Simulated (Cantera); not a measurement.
**Low-pressure radical oxidation in H2/O2**

An isothermal, constant-pressure homogeneous reactor starts with H2 : O2 : N2 = 0.093 : 1 : 0.43 (molar parts), at 1323 K and 20.0 Torr.

Detailed kinetics in Cantera: the H2/O2 subset of GRI-Mech 3.0, which has no nitrogen chemistry. Radical loss at walls, strong at low pressure, is not modelled. The temperature is held fixed by assumption; the heat of reaction is taken as removed at once.

```json
[
 {"t (s)": "7.00e-6", "x H2": "0.0611", "x O2": "0.657", "x O": "6.73e-10", "x H2O2": "<1e-12", "x OH": "6.48e-10", "x HO2": "4.24e-9"},
 {"t (s)": "1.93e-5", "x H2": "0.0611", "x O2": "0.657", "x O": "4.24e-9", "x H2O2": "2.96e-12", "x OH": "3.86e-9", "x HO2": "1.17e-8"},
 {"t (s)": "5.30e-5", "x H2": "0.0611", "x O2": "0.657", "x O": "2.59e-8", "x H2O2": "2.22e-11", "x OH": "2.11e-8", "x HO2": "3.22e-8"},
 {"t (s)": "0.000146", "x H2": "0.0611", "x O2": "0.657", "x O": "2.82e-7", "x H2O2": "1.65e-10", "x OH": "2.13e-7", "x HO2": "8.92e-8"},
 {"t (s)": "0.000401", "x H2": "0.0609", "x O2": "0.657", "x O": "5.19e-5", "x H2O2": "1.41e-9", "x OH": "3.87e-5", "x HO2": "4.30e-7"},
 {"t (s)": "0.00110", "x H2": "0.00231", "x O2": "0.612", "x O": "0.0353", "x H2O2": "1.83e-7", "x OH": "0.00620", "x HO2": "4.77e-6"},
 {"t (s)": "0.00304", "x H2": "0.00142", "x O2": "0.615", "x O": "0.0330", "x H2O2": "1.49e-7", "x OH": "0.00519", "x HO2": "4.51e-6"},
 {"t (s)": "0.00837", "x H2": "0.00105", "x O2": "0.624", "x O": "0.0233", "x H2O2": "1.48e-7", "x OH": "0.00448", "x HO2": "4.24e-6"},
 {"t (s)": "0.0230", "x H2": "0.000489", "x O2": "0.636", "x O": "0.0104", "x H2O2": "1.28e-7", "x OH": "0.00308", "x HO2": "3.35e-6"},
 {"t (s)": "0.0634", "x H2": "0.000120", "x O2": "0.643", "x O": "0.00251", "x H2O2": "7.85e-8", "x OH": "0.00154", "x HO2": "1.73e-6"},
 {"t (s)": "0.174", "x H2": "2.05e-5", "x O2": "0.645", "x O": "0.000424", "x H2O2": "3.30e-8", "x OH": "0.000636", "x HO2": "5.27e-7"},
 {"t (s)": "0.480", "x H2": "3.61e-6", "x O2": "0.646", "x O": "7.51e-5", "x H2O2": "1.15e-8", "x OH": "0.000268", "x HO2": "1.31e-7"},
 {"t (s)": "1.32", "x H2": "7.82e-7", "x O2": "0.646", "x O": "1.63e-5", "x H2O2": "3.83e-9", "x OH": "0.000125", "x HO2": "4.12e-8"},
 {"t (s)": "3.63", "x H2": "2.11e-7", "x O2": "0.646", "x O": "4.43e-6", "x H2O2": "1.36e-9", "x OH": "6.53e-5", "x HO2": "2.71e-8"},
 {"t (s)": "10.0", "x H2": "8.19e-8", "x O2": "0.646", "x O": "1.72e-6", "x H2O2": "6.50e-10", "x OH": "4.07e-5", "x HO2": "3.17e-8"}
]
```
x: mole fraction; the columns are a selection and need not sum to one.

Equilibrium at this temperature and pressure: H2 6.26e-8, O2 0.646, O 1.32e-6, H2O2 5.39e-10, OH 3.56e-5, HO2 3.46e-8 (gas phase only).
